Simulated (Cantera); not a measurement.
What does this Cantera script print?

```python
import numpy as np
import cantera as ct

gas_names = """
    N NO NO2 NO3 N2 N2O O O2 O3 Si SiN SiO SiO2 Si2 Si2N Si3
""".split()
cond_names = """
    Si(cr) Si(L) SiO2(Lqz) SiO2(hqz) SiO2(L) Si2N2O(s) Si3N4(a)
""".split()


def load(file, names, dense=False):
    # The tables refer to 1 bar. Condensed volumes are neglected.
    table = {s.name: s for s in ct.Species.list_from_file(file)}
    out = []
    for n in names:
        d = dict(table[n].input_data)
        d["thermo"] = dict(d["thermo"], **{"reference-pressure": 1e5})
        if dense:
            d["equation-of-state"] = {"model": "constant-volume", "density": "1e6 g/cm^3"}
        out.append(ct.Species.from_dict(d))
    return out


gas = ct.Solution(thermo="ideal-gas", species=load("nasa_gas.yaml", gas_names))
cond = {s.name: ct.Solution(thermo="fixed-stoichiometry", species=[s], name=s.name)
        for s in load("nasa_condensed.yaml", cond_names, dense=True)}
atoms = {
    'Si': {'Si': 1},
    'N2O': {'N': 2, 'O': 1},
    'N2': {'N': 2},
}
top_T = {'Si2N2O(s)': 2100, 'Si3N4(a)': 2400}  # K; cautious upper limits of use, not melting points


def equilibrate(T, P, feed):
    n = {}
    for name, mol in feed.items():
        for a, k in atoms[name].items():
            n[a] = n.get(a, 0.0) + k * mol
    gas.TPX = T, P, n
    mass = sum(n.values()) * gas.mean_molecular_weight
    gas.equilibrate("TP")
    valid = [c for c in cond.values() if c.min_temp <= T <= top_T.get(c.name, c.max_temp)]
    mix = ct.Mixture([(gas, mass / gas.mean_molecular_weight)] + [(c, 0.0) for c in valid])
    mix.T, mix.P = T, P
    mix.equilibrate("TP", solver="vcs", rtol=1e-11, max_steps=5000)
    return mix


results = []
feed = {'Si': 1, 'N2O': 0.08, 'N2': 16}  # mol
P = 13332.2  # Pa
for T in [1125, 1225, 1325, 1425, 1525, 1625, 1725, 1825, 1925, 2025, 2125]:
    mix = equilibrate(T, P, feed)
    results.append((T, P, feed, dict(zip(mix.species_names, mix.species_moles))))

top = {s: max(r[3][s] / sum(r[3][g] for g in gas_names) for r in results) for s in gas_names}
cols = sorted((s for s in top if top[s] > 1e-06), key=lambda s: -top[s])[:8]
seen = [c for c in cond_names if any(r[3].get(c, 0) > 1e-12 for r in results)]
print("log10 of partial pressures in bar; condensed amounts in mol")
print(f"{'T/K':>10s}" + "".join(f"{s[:9]:>10s}" for s in cols + seen))
for T, P, feed, n in results:
    ng = sum(n[g] for g in gas_names)
    print(f"{T:10.4g}" + "".join(f"{np.log10(max(n[s] / ng * P / 1e5, 1e-99)):10.3f}" for s in cols)
          + "".join(f"{n.get(c, 0):10.4g}" for c in seen))
```

Output:

```
log10 of partial pressures in bar; condensed amounts in mol
       T/K        N2       SiO        Si      Si2N       SiN       Si2       Si3     Si(L) Si2N2O(s)  Si3N4(a)
      1125    -0.875   -13.960   -18.320   -22.984   -17.724   -27.943   -34.316         0      0.08      0.28
      1225    -0.875   -11.748   -15.688   -19.624   -15.393   -23.858   -29.136         0      0.08      0.28
      1325    -0.875    -9.876   -13.457   -16.779   -13.419   -20.398   -24.751         0      0.08      0.28
      1425    -0.875    -8.272   -11.543   -14.340   -11.725   -17.431   -20.993         0      0.08      0.28
      1525    -0.875    -6.883    -9.883   -12.228   -10.258   -14.860   -17.739         0   0.07998      0.28
      1625    -0.875    -5.669    -8.431   -10.381    -8.974   -12.611   -14.896         0   0.07975    0.2801
      1725    -0.875    -4.599    -7.150    -8.755    -7.841   -10.629   -12.391         0   0.07709     0.281
      1825    -0.876    -3.650    -6.012    -7.311    -6.835    -8.868   -10.168         0   0.05403    0.2886
      1925    -0.877    -3.164    -4.994    -6.021    -5.936    -7.294    -8.181         0         0    0.3061
      2025    -0.877    -3.181    -4.235    -5.175    -5.284    -6.194    -6.868    0.9105         0         0
      2125    -0.878    -3.181    -3.760    -4.836    -4.906    -5.622    -6.317    0.8931         0         0
```

Equilibrium computed with Cantera from the NASA thermochemical tables; the gas is ideal and each condensed phase is pure. Mutual solubility and eutectic melting of coexisting phases are not modelled. The tables' values for SiN are old estimates; treat these amounts as uncertain.
